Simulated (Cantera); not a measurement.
Input: 1 mol SiC, 2.6 mol H2, held at 1 atm.

Equilibrium computed with Cantera from the NASA thermochemical tables; the gas is ideal and each condensed phase is pure. Candidate condensed phases: C, C6H6, C7H8, C8H18, Si, SiC; 87 gas species. Gases not in the tables: Si2H6 and higher silanes. Kinetics and transport are ignored.

Q: What share of the Si ends up in condensed phases as a function of T (K), at 1498, 1648, 1798, 1948, 2098, 2248, 2398, 2548, 2698, 2848, 2998?

A: 
```
T (K)  Si condensed (%)      as
-----  ----------------  ------
1498              100.0  SiC(s)
1648              100.0  SiC(s)
1798              100.0  SiC(s)
1948              100.0  SiC(s)
2098              100.0  SiC(s)
2248               99.8  SiC(s)
2398               99.5  SiC(s)
2548               98.2  SiC(s)
2698               94.0  SiC(s)
2848               80.5  SiC(s)
2998               32.8  SiC(s)
```
